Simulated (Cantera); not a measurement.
Charge: 1 mol B2O3, 0.66 mol BCl3, 0.44 mol N2, equilibrated at 950 K and 0.00110 bar.

Method: chemical equilibrium by Gibbs-energy minimisation in Cantera with the NASA 1993 tables (ideal gas, pure condensed phases). Candidate condensed phases: B, BN, B2O3; 25 gas species. Rates play no part.

Base state: BCl3 0.505, N2 0.400, B3O3Cl3 0.0954 (mole fractions); condensed: B2O3(l).

**Question.** What changes in the equilibrium state with this change: temperature from 950 K to 825 K?

**Answer.** 
| species | before | after |
|---|---|---|
| BCl3 | 0.505 | 0.528 |
| N2 | 0.400 | 0.400 |
| B3O3Cl3 | 0.0954 | 0.0716 |
| B2O3(l), mol | 0.895 | 0.921 |
